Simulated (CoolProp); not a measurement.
Vapour-liquid equilibrium of n-hexane (1) + benzene (2) at 0.0767 MPa; x and y are mole fractions of (1).

Values from CoolProp's multi-fluid Helmholtz-energy mixture model, Thol 2019 and Thol 2012; pair parameters Bell 2016.

| x | bubble temperature, mixture model (K) | bubble temperature, Raoult's law (K) | y, mixture model | y, Raoult's law |
|---|---|---|---|---|
| 0.05 | 342.5 | 343.8 | 0.106 | 0.070 |
| 0.15 | 339.6 | 342.5 | 0.262 | 0.202 |
| 0.25 | 337.6 | 341.3 | 0.375 | 0.324 |
| 0.35 | 336.2 | 340.1 | 0.465 | 0.437 |
| 0.45 | 335.2 | 338.9 | 0.544 | 0.542 |
| 0.55 | 334.4 | 337.8 | 0.619 | 0.639 |
| 0.65 | 333.9 | 336.8 | 0.693 | 0.729 |
| 0.75 | 333.5 | 335.7 | 0.771 | 0.814 |
| 0.85 | 333.2 | 334.7 | 0.856 | 0.892 |
| 0.95 | 333.2 | 333.7 | 0.949 | 0.965 |

The largest gap from Raoult's law is -3.9 K in bubble temperature, at x = 0.35. y crosses x between x = 0.85 and 0.95: the model has an azeotrope there.

Pair parameters are fitted to limited data, so mixtures are less certain than the pure fluids.
